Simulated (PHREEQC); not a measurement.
A solution holds 4.2 mol/kgw HCl, 0.54 mol/kgw KCl and 1.3 mol/kgw NaCl, at 20 °C. Closed to the air; pH follows from the charge balance.

The numbers come from PHREEQC with the Pitzer model, pitzer.dat.

### Question
The ionic strength comes out as 6.04 mol/kgw. What activity coefficients do Cl-, Na+, H+, K+ get?

### Answer
Cl- 0.61, Na+ 4.0, H+ 12, K+ 1.6. Single-ion values are on the MacInnes scale.

This is a speciation only: nothing precipitates in the calculation. Complexes and solids missing from the database can't appear. In brines, pH and single-ion activities rest on the MacInnes convention.
